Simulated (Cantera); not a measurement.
A freely propagating, adiabatic, planar premixed flame of 9.51 % CH₄, 19.0 % O₂, 71.5 % N₂, unburnt at 325 K and 97000 Pa; mixture-averaged transport, grid criteria slope 0.08 and curve 0.16, no radiation.

Detailed kinetics in Cantera: GRI-Mech 3.0 (53 species, 325 reactions). Burning velocities carry a grid error of a few per cent, more on coarse grids.

Predict: laminar burning velocity; thermal thickness; peak x(H₂O₂); peak x(C₂H₆).

laminar burning velocity: 44.2 cm/s
thermal thickness: 0.441 mm
peak x(H₂O₂): 2.25e-5
peak x(C₂H₆): 0.000902
